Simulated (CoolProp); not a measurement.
Computed with CoolProp (reference Helmholtz-energy equation of state, Bücker 2006).

For n-butane, give the phase and the cp (kJ/(kg K)), cv (kJ/(kg K)), Prandtl number at 210.65 °C and 2.19 bar.


- 210.65 °C and 2.19 bar: gas; cp 2.51, cv 2.36, Prandtl number 0.737

Viscosity comes from a separate model (Vogel 1999). Thermal conductivity comes from a separate model (Perkins 2002).
